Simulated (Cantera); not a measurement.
A perfectly stirred reactor is fed with 18.6 % CH₄, 80.0 % H₂O, 1.38 % H₂, at 263 Torr; it is held at 1398 K, and followed from long to short residence time.

Detailed kinetics in Cantera: GRI-Mech 3.0 (53 species, 325 reactions).

x: mole fraction; the columns are a selection and need not sum to one.

| τ (s) | x CH₄ | x H₂O | x H₂ | x C₂H | x C₂H₂ | x OH |
|---|---|---|---|---|---|---|
| 14 | 0.0939 | 0.700 | 0.159 | 3.78e-10 | 0.0272 | 2.01e-7 |
| 5.0 | 0.125 | 0.747 | 0.0996 | 3.11e-10 | 0.0213 | 2.25e-7 |
| 1.8 | 0.153 | 0.775 | 0.0571 | 1.87e-10 | 0.0121 | 2.46e-7 |
| 0.62 | 0.171 | 0.791 | 0.0314 | 7.74e-11 | 0.00481 | 2.62e-7 |
| 0.22 | 0.180 | 0.797 | [?] | 2.15e-11 | [?] | 2.64e-7 |
| 0.078 | 0.184 | 0.799 | [?] | 3.27e-12 | [?] | 2.46e-7 |
| 0.028 | 0.185 | 0.800 | 0.0142 | <1e-12 | 1.91e-5 | 2.06e-7 |
| 0.0099 | 0.186 | 0.800 | 0.0139 | <1e-12 | 9.47e-7 | 1.54e-7 |
| 0.0035 | 0.186 | 0.800 | 0.0138 | <1e-12 | 3.87e-8 | 1.09e-7 |

**Question.** What belongs in the gaps?

**Answer.** 
- 0.22, x H₂: 0.0199
- 0.22, x C₂H₂: 0.00133
- 0.078, x H₂: 0.0155
- 0.078, x C₂H₂: 0.000218
